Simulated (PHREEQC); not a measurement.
Make-up at 21 °C: 0.0065 mol/kgw HF, 0.083 mol/kgw NH4HF2 and 3.2e-07 mol/kgw H4SiO4. Closed to the air; pH follows from the charge balance.

Model: ion-association model, wateq4f.dat, run in PHREEQC.

Each row changes one thing in this solution. No solid was allowed to form.

```csv
case,pH,ionic strength (mol/kgw),F- (mol/kgw),HF (mol/kgw),HF2- (mol/kgw),H2F2 (mol/kgw),SI of Quartz (SiO2)
as made,3.12,0.0839,0.0694,0.0553,0.0145,0.00938,-13.09
H4SiO4 from 3.2e-07 to 1.6e-06 mol/kgw,3.12,0.0839,0.0694,0.0553,0.0145,0.00938,-12.39
diluted 5-fold with water,3.13,(withheld),0.0165,0.0148,0.000913,0.000664,(withheld)
diluted 10-fold with water,3.16,(withheld),0.00880,0.00760,0.000249,0.000174,-8.71
HF from 0.0065 to 0.00715 mol/kgw,3.12,0.0839,0.0693,0.0557,0.0146,0.00949,-13.10
```

Task: Fill in the missing entries.

Result: 
- diluted 5-fold with water, ionic strength (mol/kgw): 0.0174
- diluted 5-fold with water, SI of Quartz (SiO2): -10.15
- diluted 10-fold with water, ionic strength (mol/kgw): 0.00905

Species that the database lacks are ignored. wateq4f.dat counts part of the HF as a dimer, H2F2, which phreeqc.dat doesn't know; its constant is uncertain. SiF6-2 is the database's only silicon fluoride.
